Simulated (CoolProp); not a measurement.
Vapour-liquid equilibrium of n-perfluoropentane (1) + n-pentane (2) at 63.95 °C; x and y are mole fractions of (1).

Computed with CoolProp (multi-fluid Helmholtz-energy mixture model, Gao 2022 and Thol 2019; pair parameters Bell 2016).

| x | bubble pressure, mixture model (MPa) | bubble pressure, Raoult's law (MPa) | y, mixture model | y, Raoult's law |
|---|---|---|---|---|
| 0.05 | 0.3081 | 0.2436 | 0.238 | 0.063 |
| 0.125 | 0.3652 | 0.2488 | 0.380 | 0.155 |
| 0.2 | 0.3920 | 0.2539 | 0.441 | 0.244 |
| 0.275 | 0.4044 | 0.2591 | 0.471 | 0.328 |
| 0.35 | 0.4105 | 0.2643 | 0.491 | 0.410 |
| 0.425 | 0.4138 | 0.2695 | 0.506 | 0.488 |
| 0.5 | 0.4156 | 0.2747 | 0.524 | 0.563 |
| 0.575 | 0.4154 | 0.2799 | 0.546 | 0.635 |
| 0.65 | 0.4122 | 0.2851 | 0.576 | 0.705 |
| 0.725 | 0.4044 | 0.2903 | 0.619 | 0.773 |
| 0.8 | 0.3902 | 0.2955 | 0.679 | 0.837 |
| 0.875 | 0.3678 | 0.3007 | 0.764 | 0.900 |
| 0.95 | 0.3359 | 0.3059 | 0.887 | 0.961 |

The largest gap from Raoult's law is +56.1 % in bubble pressure, at x = 0.275. y crosses x between x = 0.5 and 0.575: the model has an azeotrope there.

The pair parameters rest on a limited set of measurements; away from them the model extrapolates. With so large a gap from Raoult's law the liquid may split in two, which this calculation doesn't test in full.
